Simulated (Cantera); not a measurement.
# Dilute partial oxidation

An isothermal, constant-pressure homogeneous reactor starts with 0.291 % CH2O, 1.22 % O2, 93.9 % N2, 4.60 % CH4, equivalence ratio 7.8, at 1050 K and 413 Torr.

Model: GRI-Mech 3.0 (53 species, 325 reactions), integrated in Cantera. GRI-Mech 3.0 stops at C3 and has no aromatics, soot or wall deposition, so with more carbon than oxygen in the feed, carbon stays in small species such as C2H2 where larger ones or solid carbon would form.

| t (s) | x CH2O | x O2 | x N2O | x CO | x HCN | x C2H4 |
|---|---|---|---|---|---|---|
| 3.00e-5 | 0.00291 | 0.0122 | <1e-12 | 3.69e-9 | <1e-12 | <1e-12 |
| 7.25e-5 | 0.00291 | 0.0122 | <1e-12 | 9.45e-9 | <1e-12 | <1e-12 |
| 0.000175 | 0.00291 | 0.0122 | <1e-12 | 2.42e-8 | <1e-12 | <1e-12 |
| 0.000424 | 0.00291 | 0.0122 | <1e-12 | 6.49e-8 | <1e-12 | <1e-12 |
| 0.00103 | 0.00291 | 0.0122 | <1e-12 | 1.95e-7 | <1e-12 | <1e-12 |
| 0.00248 | 0.00291 | 0.0122 | <1e-12 | 7.41e-7 | <1e-12 | 1.38e-12 |
| 0.00599 | 0.00291 | 0.0122 | 1.71e-12 | 4.58e-6 | <1e-12 | 8.47e-11 |
| 0.0145 | 0.00285 | 0.0121 | 1.99e-11 | 8.29e-5 | <1e-12 | 1.79e-8 |
| 0.0350 | 0.00230 | 0.0114 | 1.36e-10 | 0.00121 | <1e-12 | 3.57e-6 |
| 0.0847 | 0.00160 | 0.0103 | 3.09e-10 | 0.00272 | <1e-12 | 2.50e-5 |
| 0.205 | 0.00108 | 0.00946 | 5.14e-10 | 0.00382 | <1e-12 | 6.17e-5 |
| 0.495 | 0.000661 | 0.00879 | 7.63e-10 | 0.00467 | <1e-12 | 0.000115 |
| 1.20 | 0.000355 | 0.00823 | 1.06e-9 | 0.00530 | <1e-12 | 0.000189 |
| 2.90 | 0.000165 | 0.00772 | 1.40e-9 | 0.00576 | <1e-12 | 0.000294 |
| 7.00 | 8.32e-5 | 0.00709 | 1.82e-9 | 0.00614 | <1e-12 | 0.000456 |
x: mole fraction; the columns are a selection and need not sum to one.

Equilibrium at this temperature and pressure: CH2O 3.93e-10, O2 <1e-12, N2O <1e-12, CO 0.0263, HCN 0.000935, C2H4 6.08e-5 (gas phase only).
